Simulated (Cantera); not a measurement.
A closed system holds: 1 mol SiCl₄, 0.59 mol HCl, 12 mol H₂, at 723 K and 5.20 bar.

Equilibrium computed with Cantera from the NASA thermochemical tables; the gas is ideal and each condensed phase is pure. Candidate condensed phases: Si; 19 gas species. Equilibrium is a limit: real reactors are often held back by kinetics, nucleation or transport.

Base state: H₂ 0.883, SiCl₄ 0.0731, HCl 0.0439, SiHCl₃ 0.000440 (mole fractions); condensed: gas only.

Problem. What changes in the equilibrium state with this change: temperature from 723 K to 1550 K?

Solution. 
| species | before | after |
|---|---|---|
| H₂ | 0.883 | 0.809 |
| HCl | 0.0439 | 0.119 |
| SiCl₂ | <1e-9 | 0.0223 |
| SiCl₄ | 0.0731 | 0.0189 |
| SiCl₃ | 2.55e-8 | 0.0123 |
| SiHCl₃ | 0.000440 | 0.0158 |
| SiH₃Cl | <1e-9 | 8.64e-5 |
| H | <1e-9 | 1.24e-5 |
| SiH₂Cl₂ | 1.83e-7 | 0.00214 |
The tables' values for SiCl₃ are old estimates; treat these amounts as uncertain.
